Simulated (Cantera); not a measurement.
Gas mixture: CH₃OH : H₂O = 0.99 : 0.7 (molar parts), at 0.0132 atm, frozen composition.

Cantera's kinetic-theory transport with the Lennard-Jones parameters of GRI-Mech 3.0, ideal gas; thermal conductivity in the mixture-averaged form. Polar gases are described roughly by these parameters. The composition is frozen, though it would react at the higher temperatures.

One state of this run: ρ (kg/m³) = 0.00255; cp (J/kg/K) = 3194; μ (µPa s) = 50.3; λ (mW/m/K) = 214; Pr = 0.752; D (cm²/s) H = 1700; D (cm²/s) OH = 431; D (cm²/s) CH₃ = 308. D: mixture-averaged diffusion coefficient of that species in the mixture.

**Question.** Which value of T (K) does it belong to?
A) 900
B) 400
C) 650
D) 1650

**Answer.** D, 1650
